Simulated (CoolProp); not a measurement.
The fluid at 276.79 K and 0.552 MPa is throttled through a valve to 0.213 MPa with no heat exchange. The same conditions are run with several fluids, on thermodynamics alone (safety and materials aside).

Computed with CoolProp (reference Helmholtz-energy equation of state of each fluid (hexamethyldisiloxane (MM): Thol 2016; ethylbenzene: Zhou 2012; decamethyltetrasiloxane (MD2M): Thol 2017; n-decane: Lemmon 2006; tetrahydrofuran: Fiedler 2023)).

| fluid | temperature change (K) | final density (kg/m³) |
|---|---|---|
| hexamethyldisiloxane (MM) | [?] | [?] |
| ethylbenzene | +0.2 | [?] |
| decamethyltetrasiloxane (MD2M) | +0.2 | [?] |
| n-decane | +0.2 | 743 |
| tetrahydrofuran | +0.2 | [?] |

Task: What belongs in the gaps?

Result: 
- hexamethyldisiloxane (MM), temperature change (K): +0.1
- hexamethyldisiloxane (MM), final density (kg/m³): 782
- ethylbenzene, final density (kg/m³): 881
- decamethyltetrasiloxane (MD2M), final density (kg/m³): 870
- tetrahydrofuran, final density (kg/m³): 905
